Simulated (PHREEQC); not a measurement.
1 kg of water holding 0.053 mol K2SO4, 0.36 mol K2CO3 and 0.042 mol KCl is evaporated at 15 °C; the solids stay in contact with the brine. No CO2 enters from the air. Only these solids could form: Arcanite, Kalicinite, Misenite, Sylvite.

The series has 15 steps of water left (kg), from 1 to 0.06424.

Computed with PHREEQC (Pitzer model, pitzer.dat).

### Question
Which solids form, in which order, and at which step of the series does each first stand?

### Answer
Arcanite from water left = 0.3083 kg (pH 12.18).
